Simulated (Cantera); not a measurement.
A closed system holds: 1 mol SiH₂Cl₂, 17 mol O₂, equilibrated at 877 °C and 0.000680 bar.

Method: chemical equilibrium by Gibbs-energy minimisation in Cantera with the NASA 1993 tables (ideal gas, pure condensed phases). Candidate condensed phases: H₂O, Si, SiO₂; 30 gas species. The tables hold silica as quartz up to 1696 K and as liquid above; real silica turns to tridymite and cristobalite and melts near 1996 K. Equilibrium is a limit: real reactors are often held back by kinetics, nucleation or transport.

Base state: O₂ 0.885, HCl 0.0963, H₂O 0.00744, Cl 0.00672, Cl₂ 0.00408 (mole fractions); condensed: SiO₂(β-quartz).

Problem. What changes in the equilibrium state with this change: temperature from 877 °C to 1127 °C?

Solution. 
| species | before | after |
|---|---|---|
| O₂ | 0.885 | 0.877 |
| HCl | 0.0963 | 0.0835 |
| Cl | 0.00672 | 0.0258 |
| H₂O | 0.00744 | 0.0134 |
| O | 3.00e-7 | 3.40e-5 |
| OH | 3.57e-6 | 9.97e-5 |
| Cl₂ | 0.00408 | 0.000559 |
| ClO | 7.17e-6 | 1.77e-5 |
| SiO₂(β-quartz), mol | 1.00 | 1.00 |

Problem. What changes in the equilibrium state with this change: temperature from 877 °C to 1300 °C?

Solution. 
| species | before | after |
|---|---|---|
| O₂ | 0.885 | 0.869 |
| HCl | 0.0963 | 0.0680 |
| Cl | 0.00672 | 0.0417 |
| H₂O | 0.00744 | 0.0207 |
| O | 3.00e-7 | 0.000374 |
| OH | 3.57e-6 | 0.000577 |
| Cl₂ | 0.00408 | 0.000135 |
| ClO | 7.17e-6 | 2.28e-5 |
| SiO₂(β-quartz), mol | 1.00 | 1.000 |
